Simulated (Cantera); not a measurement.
Cantera with NASA thermochemical tables; ideal gases at 1 bar, condensed phases pure. Values are per mole of reaction as written; species without (g) are pure solids or liquids, kept so even where they would boil at 1 bar.

Problem. Between 300 and 2350 K, where is each reaction favourable under standard conditions?
- 2 C + O2(g) = 2 CO(g)
- 2 Pb + O2(g) = 2 PbO(g)
- 1.143 Ti + O2(g) = 0.2857 Ti4O7

Solution. 
- 2 C + O2(g) = 2 CO(g): ΔG° is -275 kJ at 300 K and -630 kJ at 2350 K; it stays negative (K > 1). ΔH° is -243 kJ and ΔS° 165 J/K at 2350 K.
- 2 Pb + O2(g) = 2 PbO(g): ΔG° is 97 kJ at 300 K and -120 kJ at 2350 K; it changes sign between 300 and 1750 K. ΔH° is 92 kJ and ΔS° 90 J/K at 2350 K.
- 1.143 Ti + O2(g) = 0.2857 Ti4O7: ΔG° is -918 kJ at 300 K and -577 kJ at 2350 K; it stays negative (K > 1). ΔH° is -905 kJ and ΔS° -140 J/K at 2350 K.
